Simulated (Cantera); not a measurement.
Input: 1 mol Pb, 2.9 mol CO, 59 mol N2, equilibrated at 47.0 mbar.

Equilibrium computed with Cantera from the NASA thermochemical tables; the gas is ideal and each condensed phase is pure. Candidate condensed phases: C, Pb, PbO, PbO2, Pb3O4; 27 gas species. Rates play no part.

Task: What share of the Pb ends up in condensed phases as a function of T (K), at 1123, 1148, 1173, 1198, 1223, 1248, 1273, 1298, 1323, 1348, 1373?

Result: 
```csv
T (K),Pb condensed (%),as
1123,75.8,Pb(l)
1148,62.9,Pb(l)
1173,43.9,Pb(l)
1198,16.7,Pb(l)
1223,0.0,-
1248,0.0,-
1273,0.0,-
1298,0.0,-
1323,0.0,-
1348,0.0,-
1373,0.0,-
```
